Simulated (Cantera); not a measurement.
Mixture: H2 : O2 : N2 = 1 : 0.5 : 1.35 (molar parts), equivalence ratio 1.0, at 1000000 Pa, adiabatic and at constant volume. Ignition delay is the time to a rise of 400 K.

Detailed kinetics in Cantera: GRI-Mech 3.0 (53 species, 325 reactions). The hydrogen kinetics of GRI-Mech 3.0 are dated; newer H2 mechanisms differ, most at raised pressure. Where the delays flatten at high temperature, the 400 K rule measures the pace of heat release, not the induction time.

What does this change do: 0.0036 parts H2O added?


```
quantity           before     after
---------------  --------  --------
delay at 1223 K   24.9 µs   26.3 µs
delay at 1423 K   1.65 µs   1.65 µs
delay at 1623 K  0.766 µs  0.768 µs
delay at 1823 K  0.477 µs  0.478 µs
delay at 2023 K  0.351 µs  0.352 µs
```

What does this change do: H2 1 to 1.8 parts?


```tsv
quantity	before	after
delay at 1223 K	24.9 µs	27.9 µs
delay at 1423 K	1.65 µs	1.83 µs
delay at 1623 K	0.766 µs	0.836 µs
delay at 1823 K	0.477 µs	0.513 µs
delay at 2023 K	0.351 µs	0.369 µs
```
